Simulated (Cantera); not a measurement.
A closed system holds: 1 mol Fe3O4, 5.9 mol CH4, 12 mol H2, at 0.133 bar.

Cantera equilibrium calculation (NASA polynomials, part measured and part estimated; ideal gas, pure solids and liquids). Candidate condensed phases: C, C6H6, C7H8, C8H18, Fe, Fe(CO)5, FeO, Fe(OH)2, Fe(OH)3, Fe2O3, Fe3O4, H2O; 114 gas species. Iron dissolves carbon and melts from about 1420 K in contact with it, which pure phases cannot show. Condensed phases not in the tables: cementite and carbon dissolved in iron. Kinetics and transport are ignored.

Question: At 1927 °C, list the 5 most abundant gas species with their mole fractions, and the condensed phases.

Answer: H2 0.823, CO 0.140, Fe 0.0208, H 0.0140, C2H2 (acetylene) 0.00211. Condensed: C(graphite) + Fe(l).
